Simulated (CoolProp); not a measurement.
Vapour-liquid equilibrium of ethylbenzene (1) + m-xylene (2) at 47.55 °C; x and y are mole fractions of (1).

Values from CoolProp's multi-fluid Helmholtz-energy mixture model, Zhou 2012 and Zhou 2012; pair parameters Bell 2016.

### Question
Give the bubble pressure and the first vapour's composition at x = 0.15, 0.25, 0.65. Is there an azeotrope?

### Answer
x = 0.15: 0.03786 bar, y = 0.169; x = 0.25: 0.03841 bar, y = 0.277; x = 0.65: 0.04038 bar, y = 0.675. No azeotrope shows between x = 0.05 and 0.95.

Pair parameters are fitted to limited data, so mixtures are less certain than the pure fluids.
